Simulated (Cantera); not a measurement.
A closed system holds: 1 mol SiCl4, 0.22 mol HCl, 960 mol H2, at 74.0 mbar.

Equilibrium computed with Cantera from the NASA thermochemical tables; the gas is ideal and each condensed phase is pure. Candidate condensed phases: Si; 19 gas species. Equilibrium is a limit: real reactors are often held back by kinetics, nucleation or transport.

Task: At 1448 K, list the 4 most abundant gas species with their mole fractions, and the condensed phases.

Result: H2 0.996, HCl 0.00427, SiCl2 5.64e-5, H 3.38e-5. Condensed: Si(s).
